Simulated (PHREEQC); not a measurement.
Solution A (0.092 mol/kgw HCl, 0.0014 mol/kgw Li2SO4 and 0.00091 mol/kgw Na2SO4) is mixed with solution B (0.0086 mol/kgw NaHCO3, 0.00028 mol/kgw Na2CO3 and 3.4e-05 mol/kgw LiCl) at 25 °C; shares are by mass of water, 1 kg in all. The system is closed to CO2. Only these solids could form: Burkeite, Halite, Mirabilite, Nahcolite, Natron, Thenardite, Trona.

All values are PHREEQC results (Pitzer model, pitzer.dat), not measurements.

### Question
Predict pH, HCO3- (mol/kgw), CO2 (mol/kgw) at share of solution B = 0, 0.7.

### Answer
```tsv
share of solution B	pH	HCO3- (mol/kgw)	CO2 (mol/kgw)
0	1.13	0	0
0.7	1.74	1.83e-7	0.00622
```
